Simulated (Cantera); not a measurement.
# Ignition delay

Mixture: CO : H2 : O2 : N2 : CO2 = 1 : 0.3 : 0.5 : 1.88 : 0.15 (molar parts), equivalence ratio 1.3, at 30000 Torr, adiabatic and at constant pressure. Ignition delay is the time to a rise of 400 K.

Detailed kinetics in Cantera: GRI-Mech 3.0 (53 species, 325 reactions). The hydrogen kinetics of GRI-Mech 3.0 are dated; newer H2 mechanisms differ, most at raised pressure. The pressure lies above the range GRI-Mech 3.0 was tuned for (to about 10 atm).

```json
[
 {"T0 (K)": "1050", "delay (ms)": "0.769"},
 {"T0 (K)": "1125", "delay (ms)": "0.190"},
 {"T0 (K)": "1200", "delay (ms)": "0.0546"},
 {"T0 (K)": "1275", "delay (ms)": "0.0174"},
 {"T0 (K)": "1350", "delay (ms)": "0.00605"},
 {"T0 (K)": "1425", "delay (ms)": "0.00240"},
 {"T0 (K)": "1500", "delay (ms)": "0.00120"},
 {"T0 (K)": "1575", "delay (ms)": "0.000738"},
 {"T0 (K)": "1650", "delay (ms)": "0.000523"},
 {"T0 (K)": "1725", "delay (ms)": "0.000405"}
]
```

The apparent activation energy between 1575 and 1725 K comes out as 90 kJ/mol.
